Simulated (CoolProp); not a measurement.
Vapour-liquid equilibrium of R134a (1) + R142b (2) at 237.6 K; x and y are mole fractions of (1).

The numbers come from the multi-fluid Helmholtz-energy mixture model, Tillner-Roth 1994 and Lemmon 2006; pair parameters Bell 2016 in CoolProp.

```csv
x,bubble pressure (kPa),y at the bubble point,dew pressure at overall composition x (kPa),liquid density (mol/L)
0.05,32.61,0.120,___,12.50
0.125,___,0.265,___,12.59
0.2,39.42,0.380,34.47,12.68
0.275,42.53,0.475,36.39,12.76
0.35,___,0.554,38.51,12.85
0.425,48.16,___,40.85,12.95
0.5,50.71,0.682,43.43,13.04
0.575,53.09,0.735,___,13.14
0.65,55.33,0.785,49.34,13.24
0.725,57.45,0.831,52.63,13.35
0.8,59.45,0.877,56.03,13.46
0.875,61.36,0.922,___,13.57
0.95,63.18,___,62.50,13.69
```

### Question
Fill in the missing entries.

### Answer

- 0.05, dew pressure at overall composition x (kPa): 31.14
- 0.125, bubble pressure (kPa): 36.12
- 0.125, dew pressure at overall composition x (kPa): 32.73
- 0.35, bubble pressure (kPa): 45.44
- 0.425, y at the bubble point: 0.622
- 0.575, dew pressure at overall composition x (kPa): 46.26
- 0.875, dew pressure at overall composition x (kPa): 59.38
- 0.95, y at the bubble point: 0.968

No azeotrope shows between x = 0.05 and 0.95.

The pair parameters rest on a limited set of measurements; away from them the model extrapolates.
